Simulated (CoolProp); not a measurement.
20 sccm (0 °C, 1 atm) of nitrogen bubbles through liquid water at 332.1 K and leaves saturated at a total pressure of 0.0665 MPa (ideal gas phase). Each further row changes one setting.

The numbers come from the reference Helmholtz-energy equation of state, Wagner 2002 in CoolProp.

| case | vapour pressure (kPa) | mole fraction of vapour | delivery (mg/min) | delivery (sccm) | change of delivery for a bath 1 K warmer (%) |
|---|---|---|---|---|---|
| as stated | 19.0 | 0.286 | 6.43 | 8.00 | 6.8 |
| bath temperature 337.1 K | 23.9 | … | 9.01 | 11.2 | 7.4 |
| total pressure 0.133 MPa | 19.0 | … | … | 3.33 | 5.6 |

### Question
Complete the blanks.

### Answer

- bath temperature 337.1 K, mole fraction of vapour: 0.359
- total pressure 0.133 MPa, mole fraction of vapour: 0.143
- total pressure 0.133 MPa, delivery (mg/min): 2.68
